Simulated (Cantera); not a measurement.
# Low-pressure radical oxidation in H2/O2

An isothermal, constant-pressure homogeneous reactor starts with H₂ : O₂ = 0.43 : 9.3 (molar parts), equivalence ratio 0.023, at 900 K and 0.00493 atm.

Detailed kinetics in Cantera: GRI-Mech 3.0 (53 species, 325 reactions). Radical loss at walls, strong at low pressure, is not modelled. Below about 950 K walls govern HO2 and H2O2 in real vessels. The temperature is held fixed by assumption; the heat of reaction is taken as removed at once.

```json
[
 {"t (s)": "0.000500", "x H₂": "0.0442", "x O₂": "0.956", "x H₂O₂": "<1e-12", "x HO₂": "3.68e-12", "x H": "3.04e-12"},
 {"t (s)": "0.00130", "x H₂": "0.0442", "x O₂": "0.956", "x H₂O₂": "<1e-12", "x HO₂": "9.62e-12", "x H": "8.00e-12"},
 {"t (s)": "0.00337", "x H₂": "0.0442", "x O₂": "0.956", "x H₂O₂": "<1e-12", "x HO₂": "2.56e-11", "x H": "3.56e-11"},
 {"t (s)": "0.00877", "x H₂": "0.0442", "x O₂": "0.956", "x H₂O₂": "<1e-12", "x HO₂": "9.46e-11", "x H": "9.15e-10"},
 {"t (s)": "0.0228", "x H₂": "0.0442", "x O₂": "0.956", "x H₂O₂": "9.50e-12", "x HO₂": "1.14e-7", "x H": "3.45e-6"},
 {"t (s)": "0.0592", "x H₂": "0.00213", "x O₂": "0.938", "x H₂O₂": "4.78e-8", "x HO₂": "3.80e-6", "x H": "0.0104"},
 {"t (s)": "0.154", "x H₂": "0.000332", "x O₂": "0.950", "x H₂O₂": "3.04e-8", "x HO₂": "2.89e-6", "x H": "0.00141"},
 {"t (s)": "0.399", "x H₂": "5.37e-5", "x O₂": "0.954", "x H₂O₂": "2.45e-8", "x HO₂": "1.50e-6", "x H": "9.13e-5"},
 {"t (s)": "1.04", "x H₂": "7.62e-6", "x O₂": "0.955", "x H₂O₂": "1.80e-8", "x HO₂": "5.60e-7", "x H": "5.00e-6"},
 {"t (s)": "2.69", "x H₂": "1.07e-6", "x O₂": "0.955", "x H₂O₂": "1.05e-8", "x HO₂": "1.60e-7", "x H": "3.06e-7"},
 {"t (s)": "7.00", "x H₂": "1.65e-7", "x O₂": "0.955", "x H₂O₂": "5.22e-9", "x HO₂": "4.10e-8", "x H": "2.44e-8"}
]
```
x: mole fraction; the columns are a selection and need not sum to one.

Equilibrium at this temperature and pressure: H₂ 2.11e-12, O₂ 0.955, H₂O₂ 2.13e-12, HO₂ 8.77e-11, H <1e-12 (gas phase only).
